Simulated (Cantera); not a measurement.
A closed system holds: 1 mol Cu2O, 0.43 mol CH4, 4.2 mol H2, equilibrated at 1473.15 K and 13.0 Pa.

Equilibrium computed with Cantera from the NASA thermochemical tables; the gas is ideal and each condensed phase is pure. Candidate condensed phases: C, C6H6, C7H8, C8H18, Cu, CuO, Cu(OH)2, Cu2O, H2O; 113 gas species. Equilibrium is a limit: real reactors are often held back by kinetics, nucleation or transport.

Base state: H2 0.788, H2O 0.0961, CO 0.0716, Cu 0.0399, CO2 0.00353, H 0.000987, Cu2 1.31e-5 (mole fractions); condensed: Cu(l).

### Question
What changes in the equilibrium state with this change: pressure from 13.0 Pa to 270000 Pa?

### Answer
| species | before | after |
|---|---|---|
| H2 | 0.788 | 0.821 |
| H2O | 0.0961 | 0.100 |
| CO | 0.0716 | 0.0746 |
| Cu | 0.0399 | 1.92e-6 |
| CH4 | <1e-9 | 1.85e-5 |
| Cu2 | 1.31e-5 | <1e-9 |
| H | 0.000987 | 6.99e-6 |
| Cu(l), mol | 1.77 | 2.00 |
